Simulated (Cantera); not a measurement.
Input: 1 mol SO2, 0.35 mol O2, held at 673.15 K and 2300 Pa.

These are equilibrium values from Cantera (NASA tables, ideal gas, pure condensed phases), not measurements of a reactor. Candidate condensed phases: S; 10 gas species. The numbers say what is thermodynamically allowed, not how fast it happens.

Base state: SO3 0.698, SO2 0.301, O2 0.000736 (mole fractions); condensed: gas only.

### Question
What changes in the equilibrium state with this change: SO2 replaced by HF?

### Answer
```
species    before  after
-------  --------  -----
HF              0  0.741
O2       0.000736  0.259
SO3         0.698      0
SO2         0.301      0
```
Further candidate phases: H2O.
